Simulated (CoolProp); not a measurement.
Vapour-liquid equilibrium of R134a (1) + R227EA (2) at 260.4 K; x and y are mole fractions of (1).

Values from CoolProp's multi-fluid Helmholtz-energy mixture model, Tillner-Roth 1994 and Lemmon 2016; pair parameters Bell 2016.

| x | bubble pressure, mixture model (bar) | bubble pressure, Raoult's law (bar) | y, mixture model | y, Raoult's law |
|---|---|---|---|---|
| 0.05 | [?] | 1.211 | [?] | 0.074 |
| 0.15 | 1.308 | 1.273 | 0.226 | 0.212 |
| 0.25 | [?] | 1.335 | 0.349 | 0.337 |
| 0.35 | 1.457 | 1.396 | 0.457 | 0.451 |
| 0.45 | 1.523 | 1.458 | 0.554 | 0.555 |
| 0.55 | 1.583 | 1.520 | [?] | 0.650 |
| 0.65 | 1.639 | 1.581 | 0.725 | 0.739 |
| 0.75 | 1.690 | 1.643 | 0.804 | 0.820 |
| 0.85 | 1.736 | 1.705 | 0.882 | 0.896 |
| 0.95 | 1.778 | 1.766 | 0.960 | 0.967 |

Some entries are withheld; supply them.


- 0.05, bubble pressure, mixture model (bar): 1.224
- 0.05, y, mixture model: 0.082
- 0.25, bubble pressure, mixture model (bar): 1.385
- 0.55, y, mixture model: 0.642

The largest gap from Raoult's law is +4.5 % in bubble pressure, at x = 0.45. No azeotrope shows between x = 0.05 and 0.95.

The pair parameters rest on a limited set of measurements; away from them the model extrapolates.
